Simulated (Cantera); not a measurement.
Charge: 1 mol Si, 6.7 mol HCl, held at 0.00640 bar.

These are equilibrium values from Cantera (NASA tables, ideal gas, pure condensed phases), not measurements of a reactor. Candidate condensed phases: Si; 19 gas species. The tables' values for SiCl3 are old estimates; treat these amounts as uncertain. Rates play no part.

x: gas mole fraction; nothing condenses.

| T (°C) | x HCl | x H2 | x SiCl4 | x SiCl3 | x SiCl2 | x SiHCl3 |
|---|---|---|---|---|---|---|
| 202 | 0.474 | 0.351 | 0.175 | <1e-12 | <1e-12 | 8.35e-8 |
| 277 | 0.474 | 0.351 | 0.175 | 9.32e-12 | <1e-12 | 9.84e-7 |
| 352 | 0.474 | 0.351 | 0.175 | 9.96e-10 | <1e-12 | 6.28e-6 |
| 427 | 0.474 | 0.351 | 0.175 | 3.86e-8 | ? | 2.66e-5 |
| 502 | 0.474 | 0.351 | 0.175 | 7.29e-7 | ? | 8.40e-5 |
| 577 | 0.474 | 0.351 | 0.175 | 8.13e-6 | ? | 0.000215 |
| 652 | 0.474 | 0.350 | 0.175 | 6.07e-5 | ? | 0.000470 |
| 727 | 0.475 | 0.350 | 0.174 | 0.000332 | ? | 0.000904 |
| 802 | 0.477 | 0.348 | 0.172 | 0.00141 | ? | 0.00156 |
| 877 | 0.482 | 0.343 | 0.166 | 0.00475 | ? | 0.00240 |
| 952 | 0.498 | 0.329 | 0.150 | 0.0123 | ? | 0.00308 |

Question: Complete the blanks.

Answer: 
- 427, x SiCl2: 2.80e-12
- 502, x SiCl2: 4.31e-10
- 577, x SiCl2: 2.68e-8
- 652, x SiCl2: 8.37e-7
- 727, x SiCl2: 1.54e-5
- 802, x SiCl2: 0.000183
- 877, x SiCl2: 0.00149
- 952, x SiCl2: 0.00798
